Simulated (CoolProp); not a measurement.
Saturation properties of R1224YDZ (Tc = 428.7 K, pc = 3.334 MPa, ω = 0.325).

Computed with CoolProp (reference Helmholtz-energy equation of state, Akasaka 2023).

| T (K) | p (MPa) | liquid density (kg/m³) | enthalpy of vaporisation (kJ/kg) | liquid cp (kJ/(kg K)) | vapour Z |
|---|---|---|---|---|---|
| 196.3 | 0.0003481 | 1614 | 211.3 | 1.014 | 0.9985 |
| 202.7 | (withheld) | 1599 | 208.3 | 1.018 | 0.9978 |
| 209 | 0.001104 | 1584 | 205.4 | 1.022 | 0.9969 |
| 215.4 | 0.001857 | 1568 | 202.4 | (withheld) | 0.9958 |
| 221.8 | 0.003011 | 1553 | 199.5 | 1.033 | 0.9943 |
| 228.1 | 0.004692 | 1538 | 196.7 | 1.040 | 0.9926 |
| 234.5 | 0.007147 | 1523 | 193.8 | (withheld) | 0.9904 |
| 240.9 | 0.01060 | 1507 | 191.0 | 1.054 | 0.9879 |
| 247.2 | (withheld) | 1492 | 188.2 | 1.063 | 0.9848 |

Q: Complete the blanks.

A: 
- 202.7, p (MPa): 0.0006367
- 215.4, liquid cp (kJ/(kg K)): 1.027
- 234.5, liquid cp (kJ/(kg K)): 1.047
- 247.2, p (MPa): 0.01524

It boils at 288.0 K under 1 atm.
